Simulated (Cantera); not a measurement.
Input: 1 mol BF3, 1.6 mol H2O, 130 mol N2, 14 mol H2, held at 1400 K and 97.5 Torr.

Method: chemical equilibrium by Gibbs-energy minimisation in Cantera with the NASA 1993 tables (ideal gas, pure condensed phases). Candidate condensed phases: B, BN, B2O3, B3O3H3, H2O; 62 gas species. Gases not in the tables: H3BO3. Rates play no part.

Base state: N2 0.882, H2 0.0949, HF 0.0125, BOF 0.00528, H2O 0.00432, BF3 0.000850, HBO2 0.000595, B3O3F3 1.51e-5 (mole fractions); condensed: gas only.

Q: What changes in the equilibrium state with this change: H2O from 1.6 to 11 mol?

A: 
| species | before | after |
|---|---|---|
| N2 | 0.882 | 0.828 |
| H2 | 0.0949 | 0.0892 |
| H2O | 0.00432 | 0.0603 |
| HF | 0.0125 | 0.0161 |
| HBO2 | 0.000595 | 0.00345 |
| BF3 | 0.000850 | 5.47e-5 |
| B3O3F3 | 1.51e-5 | 2.33e-6 |
| BOF | 0.00528 | 0.00283 |
